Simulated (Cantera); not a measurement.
**Gas-phase reforming**

An isothermal, constant-pressure homogeneous reactor starts with 65.8 % CH₄, 34.2 % CO₂, at 2175 K and 13300 Pa.

Detailed kinetics in Cantera: GRI-Mech 3.0 (53 species, 325 reactions). GRI-Mech 3.0 stops at C3 and has no aromatics, soot or wall deposition, so with more carbon than oxygen in the feed, carbon stays in small species such as C2H2 where larger ones or solid carbon would form.

```
t (s)        x CH₄    x CO₂       x H     x HO₂   x C₂H₂       x O    x CH₂
--------  --------  -------  --------  --------  -------  --------  -------
8.00e-6      0.647    0.341   9.20e-5  9.80e-12  1.57e-6   2.46e-9  5.15e-6
3.63e-5      0.584    0.331  0.000441  1.59e-11  0.00121   1.48e-8  5.88e-5
0.000165     0.205    0.230   0.00300  7.02e-11    0.102   1.25e-7  9.90e-5
0.000750    0.0346   0.0919   0.00444  1.36e-10    0.171   3.22e-7  5.92e-5
0.00341    0.00802   0.0126   0.00620  8.24e-11    0.148   6.39e-7  4.10e-5
0.0155     0.00366  0.00332   0.00784  5.81e-12   0.0951   2.61e-7  2.06e-5
0.0704    0.000319  1.65e-5    0.0101    <1e-12   0.0784   2.14e-9  2.69e-6
0.320      9.40e-5  2.31e-8    0.0102    <1e-12   0.0784  6.01e-12  8.14e-7
1.45       9.40e-5  2.31e-8    0.0102    <1e-12   0.0784  6.01e-12  8.14e-7
6.60       9.40e-5  2.31e-8    0.0102    <1e-12   0.0784  6.01e-12  8.14e-7
30.0       9.40e-5  2.31e-8    0.0102    <1e-12   0.0784  6.01e-12  8.14e-7
```
x: mole fraction; the columns are a selection and need not sum to one.

Equilibrium at this temperature and pressure: CH₄ 9.43e-5, CO₂ 2.32e-8, H 0.0102, HO₂ <1e-12, C₂H₂ 0.0784, O 6.03e-12, CH₂ 8.16e-7 (gas phase only).
